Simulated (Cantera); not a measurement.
**Fe2O3 + CH4 + CO (carbothermic reduction)**

Input: 1 mol Fe2O3, 0.88 mol CH4, 1.1 mol CO, at 36.8 Torr.

These are equilibrium values from Cantera (NASA tables, ideal gas, pure condensed phases), not measurements of a reactor. Candidate condensed phases: C, C6H6, C7H8, C8H18, Fe, Fe(CO)5, FeO, Fe(OH)2, Fe(OH)3, Fe2O3, Fe3O4, H2O; 114 gas species. Mutual solubility and eutectic melting of coexisting phases are not modelled. The tables' stoichiometric FeO is somewhat more stable than real wüstite, so its field is too wide. FeO: taken at fixed stoichiometry. Kinetics and transport are ignored.

```json
[
 {"T (°C)": "725", "x CO": "0.421", "x H2": "0.400", "x H2O": "0.0710", "x CO2": "0.108", "n Fe(α)": "0.551", "n FeO(s)": "1.45", "n Fe(γ)": "0"},
 {"T (°C)": "775", "x CO": "0.428", "x H2": "0.392", "x H2O": "0.0785", "x CO2": "0.102", "n Fe(α)": "0.554", "n FeO(s)": "1.45", "n Fe(γ)": "0"},
 {"T (°C)": "825", "x CO": "0.433", "x H2": "0.384", "x H2O": "0.0865", "x CO2": "0.0968", "n Fe(α)": "0.565", "n FeO(s)": "1.43", "n Fe(γ)": "0"},
 {"T (°C)": "875", "x CO": "0.437", "x H2": "0.376", "x H2O": "0.0943", "x CO2": "0.0926", "n Fe(α)": "0.579", "n FeO(s)": "1.42", "n Fe(γ)": "0"},
 {"T (°C)": "925", "x CO": "0.440", "x H2": "0.369", "x H2O": "0.102", "x CO2": "0.0890", "n Fe(α)": "0", "n FeO(s)": "1.41", "n Fe(γ)": "0.594"},
 {"T (°C)": "975", "x CO": "0.443", "x H2": "0.361", "x H2O": "0.109", "x CO2": "0.0859", "n Fe(α)": "0", "n FeO(s)": "1.39", "n Fe(γ)": "0.609"},
 {"T (°C)": "1025", "x CO": "0.446", "x H2": "0.355", "x H2O": "0.116", "x CO2": "0.0831", "n Fe(α)": "0", "n FeO(s)": "1.38", "n Fe(γ)": "0.624"},
 {"T (°C)": "1075", "x CO": "0.449", "x H2": "0.348", "x H2O": "0.122", "x CO2": "0.0805", "n Fe(α)": "0", "n FeO(s)": "1.36", "n Fe(γ)": "0.638"},
 {"T (°C)": "1125", "x CO": "0.451", "x H2": "0.342", "x H2O": "0.128", "x CO2": "0.0781", "n Fe(α)": "0", "n FeO(s)": "1.35", "n Fe(γ)": "0.651"}
]
```
x: gas mole fraction; n: condensed amount in mol.

From 725 °C to 875 °C the condensed part is Fe(α) + FeO(s). From 925 °C to 1125 °C the condensed part is Fe(γ) + FeO(s).
